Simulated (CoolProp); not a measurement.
Vapour-liquid equilibrium of R125 (1) + R152A (2) at -67.55 °C; x and y are mole fractions of (1).

Computed with CoolProp (multi-fluid Helmholtz-energy mixture model, Lemmon 2005 and Outcalt 1996; pair parameters Bell 2016).

Question: Give the bubble pressure and the first vapour's composition at x = 0.05, 0.275, 0.8. Is there an azeotrope?

Answer: x = 0.05: 10.49 kPa, y = 0.175; x = 0.275: 15.97 kPa, y = 0.578; x = 0.8: 29.28 kPa, y = 0.940. No azeotrope shows between x = 0.05 and 0.95.

The pair parameters rest on a limited set of measurements; away from them the model extrapolates. The gap from Raoult's law changes sign with composition, which may be real or a fault of the pair parameters; it wasn't checked against measurements.
